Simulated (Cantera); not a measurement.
Gas mixture: O2 : N2 = 0.99 : 0.73 (molar parts), at 10.00 Torr, frozen composition.

Cantera's kinetic-theory transport with the Lennard-Jones parameters of GRI-Mech 3.0, ideal gas; thermal conductivity in the mixture-averaged form.

One state of this run: ρ (kg/m³) = 0.00486; cp (J/kg/K) = 1121; μ (µPa s) = 45.2; λ (mW/m/K) = 71.4; Pr = 0.710; D (cm²/s) CH4 = 136; D (cm²/s) OH = 188; D (cm²/s) H = 757. D: mixture-averaged diffusion coefficient of that species in the mixture.

Question: Which value of T (K) does it belong to?
A. 850
B. 1150
C. 700
D. 1000

Answer: D, 1000
